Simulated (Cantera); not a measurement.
Mixture: CH3OH : O2 : N2 = 1 : 2.5 : 9.4 (molar parts), equivalence ratio 0.60, at 1.68 atm, adiabatic and at constant pressure. Ignition delay is the time to a rise of 400 K.

Model: GRI-Mech 3.0 (53 species, 325 reactions), integrated in Cantera. GRI-Mech 3.0 was tuned for natural gas; its chemistry of methanol as a main component is partial and can be far from experiment.

### Question
Predict: delay at 1100 K; delay at 1150 K; delay at 1200 K; delay at 1250 K; delay at 1300 K; delay at 1350 K; delay at 1400 K; apparent activation energy between 1300 and 1400 K.

### Answer
- delay at 1100 K = 41.1 ms
- delay at 1150 K = 15.9 ms
- delay at 1200 K = 6.75 ms
- delay at 1250 K = 3.09 ms
- delay at 1300 K = 1.52 ms
- delay at 1350 K = 0.803 ms
- delay at 1400 K = 0.451 ms
- apparent activation energy between 1300 and 1400 K = 180 kJ/mol
